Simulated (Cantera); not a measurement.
Cantera with NASA thermochemical tables; ideal gases at 1 bar, condensed phases pure. Values are per mole of reaction as written; species without (g) are pure solids or liquids, kept so even where they would boil at 1 bar.

Q: Between 300 and 1300 K, where is each reaction favourable under standard conditions?
- Cl2(g) + Mg(g) ⇌ MgCl2(g)

A: 
- Cl2(g) + Mg(g) ⇌ MgCl2(g): ΔG° is -511 kJ at 300 K and -419 kJ at 1300 K; it stays negative (K > 1). ΔH° is -536 kJ and ΔS° -90 J/K at 1300 K.
